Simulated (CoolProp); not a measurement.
Vapour pressure (kPa) of dodecamethylpentasiloxane (MD3M): the reference equation beside estimates from Tc = 628.0 K, pc = 954.0 kPa, ω = 0.730. Clausius-Clapeyron is anchored at 480.6 K with a constant enthalpy of vaporisation of 45.63 kJ/mol.

Model: reference Helmholtz-energy equation of state, Thol 2019, in CoolProp.

| T (K) | reference | Lee-Kesler | Clausius-Clapeyron | van der Waals | Redlich-Kwong | Soave-Redlich-Kwong |
|---|---|---|---|---|---|---|
| 457.1 | 30.64 | 30.53 | 32.61 | 232.7 | 115.0 | 30.75 |
| 461 | 34.33 | 34.19 | 36.09 | 242.6 | 123.0 | 34.47 |
| 464.9 | 38.37 | 38.19 | 39.88 | 252.9 | 131.5 | 38.54 |
| 468.8 | 42.79 | 42.56 | 44.00 | 263.4 | 140.3 | 42.99 |
| 472.7 | 47.59 | 47.33 | 48.46 | 274.2 | 149.6 | 47.85 |
| 476.7 | 52.96 | 52.64 | 53.41 | 285.5 | 159.5 | 53.27 |
| 480.6 | 58.64 | 58.27 | 58.64 | 296.9 | 169.6 | 59.02 |
| 484.5 | 64.80 | 64.37 | 64.29 | 308.5 | 180.2 | 65.26 |
| 488.4 | 71.45 | 70.96 | 70.38 | 320.5 | 191.2 | 72.00 |
| 492.3 | 78.64 | 78.08 | 76.93 | 332.7 | 202.7 | 79.29 |
| 496.3 | 86.58 | 85.95 | 84.16 | 345.5 | 214.9 | 87.37 |
| 500.2 | 94.91 | 94.21 | 91.74 | 358.3 | 227.4 | 95.85 |
| 504.1 | 103.9 | 103.1 | 99.86 | 371.5 | 240.3 | 105.0 |

Absolute difference from the reference over all 13 rows, mean and median: Lee-Kesler 0.6 and 0.6 %, Clausius-Clapeyron 2.7 and 2.8 %, van der Waals 426.5 and 406.3 %, Redlich-Kwong 194.7 and 189.2 %, Soave-Redlich-Kwong 0.7 and 0.6 %.
